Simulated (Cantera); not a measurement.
An isothermal, constant-pressure homogeneous reactor starts with H₂ : O₂ = 0.1 : 1 (molar parts), at 998 K and 10.00 Torr.

Detailed kinetics in Cantera: the H2/O2 subset of GRI-Mech 3.0, which has no nitrogen chemistry. Radical loss at walls, strong at low pressure, is not modelled. The temperature is held fixed by assumption; the heat of reaction is taken as removed at once.

x: mole fraction; the columns are a selection and need not sum to one.

```tsv
t (s)	x H₂	x O₂	x HO₂	x OH	x H	x H₂O₂	x O
0.000800	0.0909	0.909	6.56e-10	9.52e-10	2.23e-9	<1e-12	2.13e-9
0.00259	0.0909	0.909	8.33e-8	1.44e-6	3.33e-6	2.07e-11	3.28e-6
0.00837	0.00348	0.871	1.01e-5	0.00290	0.0206	1.95e-7	0.0245
0.0270	___	0.898	___	___	___	1.88e-7	___
0.0875	5.08e-5	0.904	2.81e-6	0.000291	4.02e-5	1.42e-7	0.000500
0.283	4.33e-6	0.905	5.69e-7	8.95e-5	1.16e-6	6.82e-8	4.69e-5
0.915	4.94e-7	0.905	1.04e-7	3.32e-5	5.81e-8	2.61e-8	6.37e-6
2.96	8.18e-8	0.905	2.24e-8	1.45e-5	4.83e-9	9.54e-9	1.21e-6
9.56	1.78e-8	0.905	5.63e-9	7.02e-6	5.48e-10	3.41e-9	2.85e-7
30.9	___	0.905	___	___	7.43e-11	___	___
100	1.24e-9	0.905	6.53e-10	1.91e-6	1.11e-11	3.94e-10	2.13e-8
```

Task: Fill in the missing entries.

Result: 
- 0.0270, x H₂: 0.000574
- 0.0270, x HO₂: 7.76e-6
- 0.0270, x OH: 0.00107
- 0.0270, x H: 0.00164
- 0.0270, x O: 0.00551
- 30.9, x H₂: 4.50e-9
- 30.9, x HO₂: 1.64e-9
- 30.9, x OH: 3.60e-6
- 30.9, x H₂O₂: 1.18e-9
- 30.9, x O: 7.53e-8
